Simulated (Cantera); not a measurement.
An adiabatic, constant-pressure homogeneous reactor starts with 14.1 % CO, 13.7 % H₂, 13.9 % O₂, 52.1 % N₂, 6.20 % H₂O, equivalence ratio 1.0, at 1525 K and 278 Torr.

Model: GRI-Mech 3.0 (53 species, 325 reactions), integrated in Cantera.

Q: Predict: time of steepest temperature rise; temperature at 0.200 s; equilibrium temperature; x(CO) at 0.200 s; x(H₂) at 0.200 s; x(O₂) at 0.200 s; x(HO₂) at 0.200 s; x(OH) at 0.200 s.

A: 
```json
{
  "time_of_steepest_temperature_rise": "43.1 µs",
  "temperature at 0.200 s": "2653 K",
  "equilibrium_temperature": "2653 K",
  "x(CO) at 0.200 s": "0.0656 (gas-phase equilibrium 0.0656)",
  "x(H₂) at 0.200 s": "0.0202 (gas-phase equilibrium 0.0202)",
  "x(O₂) at 0.200 s": "0.0306 (gas-phase equilibrium 0.0306)",
  "x(HO₂) at 0.200 s": "5.11e-6 (gas-phase equilibrium 5.11e-6)",
  "x(OH) at 0.200 s": "0.0241 (gas-phase equilibrium 0.0241)"
}
```
